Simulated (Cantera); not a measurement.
Input: 1 mol SiC, 0.013 mol Si, 1.3 mol H2, at 1748 K and 0.000340 bar.

Cantera equilibrium calculation (NASA polynomials, part measured and part estimated; ideal gas, pure solids and liquids). Candidate condensed phases: C, C6H6, C7H8, C8H18, Si, SiC; 87 gas species. Mutual solubility and eutectic melting of coexisting phases are not modelled. Gases not in the tables: Si2H6 and higher silanes. Kinetics and transport are ignored.

**Question.** What is the equilibrium state?

**Answer.** 
| Item | Result |
|---|---|
| x(H2) | 0.983 |
| x(H) | 0.0123 |
| x(Si) | 0.00428 |
| x(SiH) | 0.000104 |
| x(Si2C) | 3.42e-5 |
| x(Si2) | 2.20e-5 |
| x(SiH2) | 2.02e-5 |
| x(Si3) | 5.39e-6 |
| n(Si(l)) | 0.00709 mol |
| n(SiC(s)) | 1.000 mol |
| gas amount | 1.314 mol |
| log10 activity of C(graphite) (absent) | -1.72 |
